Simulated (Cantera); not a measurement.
Mixture: 6.87 % CH₄, 19.6 % O₂, 73.5 % N₂, equivalence ratio 0.70, at 4.90 bar, adiabatic and at constant volume. Ignition delay is the time to a rise of 400 K.

Computed with Cantera and GRI-Mech 3.0 (53 species, 325 reactions).

Question: Predict: delay at 1100 K; delay at 1200 K; delay at 1300 K; delay at 1400 K; apparent activation energy between 1350 and 1450 K.

Answer: 
| Item | Result |
|---|---|
| delay at 1100 K | 32.3 ms |
| delay at 1200 K | 8.17 ms |
| delay at 1300 K | 2.36 ms |
| delay at 1400 K | 0.768 ms |
| apparent activation energy between 1350 and 1450 K | 170 kJ/mol |
